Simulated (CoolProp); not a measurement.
Vapour-liquid equilibrium of 1-butene (1) + n-perfluorobutane (2) at 7.43 bar; x and y are mole fractions of (1).

Computed with CoolProp (multi-fluid Helmholtz-energy mixture model, Lemmon 2005 and Gao 2022; pair parameters Bell 2016).

Give the bubble temperature and the first vapour's composition at x = 0.05, 0.2, 0.8. Is there an azeotrope?

x = 0.05: 330.7 K, y = 0.115; x = 0.2: 320.6 K, y = 0.393; x = 0.8: 314.1 K, y = 0.602. y crosses x between x = 0.5 and 0.65: the model has an azeotrope there.

Pair parameters are fitted to limited data, so mixtures are less certain than the pure fluids. With so large a gap from Raoult's law the liquid may split in two, which this calculation doesn't test in full.
